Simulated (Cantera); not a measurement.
Feed: 1 mol CH3SiH3, 0.21 mol C2H4, a varied amount of H2, equilibrated at 2100 °C and 0.140 bar.

Cantera equilibrium calculation (NASA polynomials, part measured and part estimated; ideal gas, pure solids and liquids). Candidate condensed phases: C, C6H6, C7H8, C8H18, Si, SiC; 87 gas species. The feed counts by its element totals alone. Gases not in the tables: Si2H6 and higher silanes. The numbers say what is thermodynamically allowed, not how fast it happens.

Question: Which condensed phases are stable at each of these points (n(H2) (mol)): 160, 190, 220, 260, 300, 350, 410, 480, 570, 660, 780, 910, 1100?

Answer: 
| n(H2) (mol) | condensed phases | Si condensed (%) |
|---|---|---|
| 160 | SiC(s) | 25.4 |
| 190 | SiC(s) | 9.8 |
| 220 | gas only | 0.0 |
| 260 | gas only | 0.0 |
| 300 | gas only | 0.0 |
| 350 | gas only | 0.0 |
| 410 | gas only | 0.0 |
| 480 | gas only | 0.0 |
| 570 | gas only | 0.0 |
| 660 | gas only | 0.0 |
| 780 | gas only | 0.0 |
| 910 | gas only | 0.0 |
| 1100 | gas only | 0.0 |

From 160 mol H2 to 190 mol H2 the condensed part is SiC(s). From 220 mol H2 to 1100 mol H2 nothing is condensed.
